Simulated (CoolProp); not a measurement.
Vapour-liquid equilibrium of R227EA (1) + n-butane (2) at 73.25 °C; x and y are mole fractions of (1).

The numbers come from the multi-fluid Helmholtz-energy mixture model, Lemmon 2016 and Bücker 2006; pair parameters Bell 2016 in CoolProp.

**Question.** Give the bubble pressure and the first vapour's composition at x = 0.5, 0.8, 0.95. Is there an azeotrope?

**Answer.** x = 0.5: 1.657 MPa, y = 0.590; x = 0.8: 1.717 MPa, y = 0.787; x = 0.95: 1.646 MPa, y = 0.936. y crosses x between x = 0.65 and 0.8: the model has an azeotrope there.

The pair parameters rest on a limited set of measurements; away from them the model extrapolates.
